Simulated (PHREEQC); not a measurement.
Dissolve 1 mol HCl and 0.91 mol Na2SO4 per kg of water at 75 °C. Closed to the air; pH follows from the charge balance.

Equilibrium calculation in PHREEQC: Pitzer model, pitzer.dat.

No solid was allowed to form.

**Question.** Estimate the pH, osmotic coefficient, density.

**Answer.** pH 0.59; osmotic coefficient 0.946; density 1.076 g/cm³.

**Question.** In which forms is S present?

**Answer.** HSO4- 84 %, SO4-2 16 % of the S.

In brines, pH and single-ion activities rest on the MacInnes convention. At this temperature some constants are extrapolated from 25 °C, and those without enthalpy data are left unchanged.
